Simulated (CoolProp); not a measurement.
Properties of oxygen along the isobar 24.1 MPa.

The numbers come from the reference Helmholtz-energy equation of state, Schmidt 1985 in CoolProp.

| T (K) | phase | Joule-Thomson coefficient (K/MPa) | viscosity (µPa s) | Prandtl number |
|---|---|---|---|---|
| 59.8 | liquid | -0.3834 | 700 | 5.60 |
| 64.7 | liquid | -0.3768 | 559 | 4.64 |
| 69.6 | liquid | -0.3736 | 457 | 3.91 |
| 74.6 | liquid | -0.3712 | 381 | 3.35 |
| 79.5 | liquid | -0.3686 | 324 | 2.93 |
| 84.4 | liquid | -0.3650 | 281 | 2.62 |
| 89.3 | liquid | -0.3601 | 247 | 2.37 |
| 94.3 | liquid | -0.3534 | 219 | 2.18 |
| 99.2 | liquid | -0.3451 | 196 | 2.03 |
| 104.1 | liquid | -0.3350 | 177 | 1.91 |
| 109 | liquid | -0.3229 | 161 | 1.81 |
| 114 | liquid | -0.3084 | 147 | 1.73 |
| 118.9 | liquid | -0.2918 | 135 | 1.66 |
| 123.8 | liquid | -0.2725 | 124 | 1.60 |
| 128.7 | liquid | -0.2504 | 115 | 1.56 |
| 133.6 | liquid | -0.2251 | 106 | 1.52 |

Viscosity comes from a separate model (Lemmon 2004). Thermal conductivity comes from a separate model (Lemmon 2004).
